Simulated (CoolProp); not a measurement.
Vapour pressure (MPa) of tetrahydrofuran: the reference equation beside estimates from Tc = 540.2 K, pc = 5.304 MPa, ω = 0.234. Clausius-Clapeyron is anchored at 382.4 K with a constant enthalpy of vaporisation of 27.53 kJ/mol.

The numbers come from the reference Helmholtz-energy equation of state, Fiedler 2023 in CoolProp.

```tsv
T (K)	reference	Lee-Kesler	Clausius-Clapeyron	Redlich-Kwong	Peng-Robinson
334.1	0.08599	0.08383	0.09844	0.1483	0.08557
358.2	0.1813	0.1795	0.1917	0.2886	0.1802
382.4	0.3442	0.3448	0.3442	0.5095	0.3430
406.5	0.5987	0.6046	0.5751	0.8300	0.5994
430.6	0.9738	0.9879	0.9072	1.271	0.9803
454.8	1.503	1.528	1.366	1.856	1.522
478.9	2.219	2.256	1.970	2.596	2.258
503	3.170	3.217	2.744	3.511	3.231
527.1	4.431	4.471	3.707	4.618	4.486
```

Absolute difference from the reference over all 9 rows, mean and median: Lee-Kesler 1.3 and 1.4 %, Clausius-Clapeyron 9.0 and 9.1 %, Redlich-Kwong 33.8 and 30.5 %, Peng-Robinson 0.9 and 0.7 %.
